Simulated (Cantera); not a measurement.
A closed system holds: 1 mol acetone, 0.017 mol O2, 0.85 mol N2, at 13.3 mbar.

Method: chemical equilibrium by Gibbs-energy minimisation in Cantera with the NASA 1993 tables (ideal gas, pure condensed phases). Candidate condensed phases: C, C6H6, C7H8, C8H18, H2O; 136 gas species. The feed counts by its element totals alone. Kinetics and transport are ignored.

log p: log10 of the partial pressure in bar; n: condensed amount in mol.

```tsv
T (K)	log p H2	log p H	log p CO	log p N2	log p HCN	log p C2H2 (acetylene)	log p HNC	n C(graphite)
1473	-2.09	-5.94	-2.55	-2.63	-5.42	-7.27	…	1.96
1573	-2.09	-5.43	-2.55	-2.64	-5.12	-6.77	…	1.96
1673	-2.09	-4.99	-2.55	-2.64	-4.86	-6.33	…	1.96
1773	-2.09	-4.59	-2.55	-2.64	-4.63	-5.94	…	1.96
1873	-2.09	-4.24	-2.55	-2.64	-4.43	-5.60	…	1.95
1973	-2.09	-3.92	-2.55	-2.64	-4.25	-5.29	…	1.94
2073	-2.10	-3.63	-2.55	-2.65	-4.08	-5.01	…	1.93
2173	-2.11	-3.37	-2.56	-2.65	-3.94	-4.77	…	1.91
2273	-2.13	-3.14	-2.56	-2.66	-3.82	-4.55	…	1.88
2373	-2.15	-2.93	-2.57	-2.68	-3.71	-4.36	…	1.85
2473	-2.18	-2.74	-2.58	-2.69	-3.62	-4.20	…	1.81
2573	-2.23	-2.58	-2.59	-2.72	-3.55	-4.07	…	1.76
2673	-2.30	-2.44	-2.61	-2.74	-3.50	-3.97	…	1.70
```

Q: Fill in the missing entries.

A: 
- 1473, log p HNC: -7.23
- 1573, log p HNC: -6.80
- 1673, log p HNC: -6.42
- 1773, log p HNC: -6.08
- 1873, log p HNC: -5.78
- 1973, log p HNC: -5.51
- 2073, log p HNC: -5.27
- 2173, log p HNC: -5.06
- 2273, log p HNC: -4.87
- 2373, log p HNC: -4.71
- 2473, log p HNC: -4.56
- 2573, log p HNC: -4.44
- 2673, log p HNC: -4.35
